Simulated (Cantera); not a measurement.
Cantera run:

```python
import numpy as np
import cantera as ct

gas_names = """
    Fe FeO Fe(OH)2 H HO2 H2 H2O H2O2 H2S H2SO4 O OH O2 O3 S SH SO SO2 SO3 S2 S2O S8
""".split()
cond_names = """
    Fe(a) Fe(c) Fe(d) Fe(L) FeO(s) FeO(L) Fe(OH)2(s) Fe(OH)3(s) FeS(a) FeS(b) FeS(c) FeS(L) FeSO4(s)
    FeS2(s) Fe2O3(s) Fe2S3O12(s) Fe3O4(s) H2O(s) H2O(L) H2SO4(L) S(cr1) S(cr2) S(L)
""".split()


# ... load() reads the species with a 1 bar reference pressure and builds the phases ...
atoms = {
    'FeS': {'Fe': 1, 'S': 1},
    'SO2': {'S': 1, 'O': 2},
    'H2O': {'H': 2, 'O': 1},
    'SO3': {'S': 1, 'O': 3},
}
top_T = {'FeSO4(s)': 950, 'FeS2(s)': 1010, 'Fe2O3(s)': 1830, 'Fe2S3O12(s)': 1100, 'Fe3O4(s)': 1870}  # K; cautious upper limits of use, not melting points


# ... equilibrate(T, P, feed) seeds the gas with the atoms and calls Mixture.equilibrate('TP', solver="vcs", rtol=1e-11, max_steps=5000) ...
results = []
feed = {'FeS': 1, 'SO2': 4.1, 'H2O': 0.29, 'SO3': 0.32}  # mol
P = 11000  # Pa
for T in [1123, 1198, 1273, 1348, 1423, 1498, 1573, 1648]:
    mix = equilibrate(T, P, feed)
    results.append((T, P, feed, dict(zip(mix.species_names, mix.species_moles))))

top = {s: max(r[3][s] / sum(r[3][g] for g in gas_names) for r in results) for s in gas_names}
cols = sorted((s for s in top if top[s] > 1e-05), key=lambda s: -top[s])[:9]
seen = [c for c in cond_names if any(r[3].get(c, 0) > 1e-12 for r in results)]
print("log10 of partial pressures in bar; condensed amounts in mol")
print(f"{'T/K':>10s}" + "".join(f"{s[:9]:>10s}" for s in cols + seen))
for T, P, feed, n in results:
    ng = sum(n[g] for g in gas_names)
    print(f"{T:10.4g}" + "".join(f"{np.log10(max(n[s] / ng * P / 1e5, 1e-99)):10.3f}" for s in cols)
          + "".join(f"{n.get(c, 0):10.4g}" for c in seen))
```

Result:

```
log10 of partial pressures in bar; condensed amounts in mol
       T/K       SO2        S2       H2O        SO       S2O        H2       H2S        SH         S    FeO(s)    FeS(c)  Fe3O4(s)
      1123    -1.015    -2.195    -2.195    -4.542    -3.410    -4.374    -3.854    -5.944    -8.021         0    0.5438    0.1521
      1198    -1.023    -2.086    -2.199    -4.165    -3.344    -4.148    -3.836    -5.560    -7.337         0    0.4421     0.186
      1273    -1.033    -1.992    -2.204    -3.834    -3.288    -3.949    -3.823    -5.223    -6.733         0    0.3301    0.2233
      1348    -1.044    -1.907    -2.219    -3.541    -3.239    -3.780    -3.818    -4.926    -6.196    0.8989    0.1011         0
      1423    -1.052    -1.859    -2.227    -3.285    -3.214    -3.630    -3.829    -4.675    -5.729         1         0         0
      1498    -1.053    -1.862    -2.232    -3.064    -3.224    -3.509    -3.875    -4.479    -5.331         1         0         0
      1573    -1.055    -1.867    -2.239    -2.864    -3.235    -3.400    -3.920    -4.304    -4.973         1         0         0
      1648    -1.057    -1.874    -2.247    -2.684    -3.248    -3.304    -3.964    -4.147    -4.648         1         0         0
```

Equilibrium computed with Cantera from the NASA thermochemical tables; the gas is ideal and each condensed phase is pure. Metal and sulfide melt together well below either melting point, which pure phases cannot show. Mutual solubility and eutectic melting of coexisting phases are not modelled. The tables' stoichiometric FeO is somewhat more stable than real wüstite, so its field is too wide. FeO, FeS: taken at fixed stoichiometry. Gases not in the tables: S3 to S7.
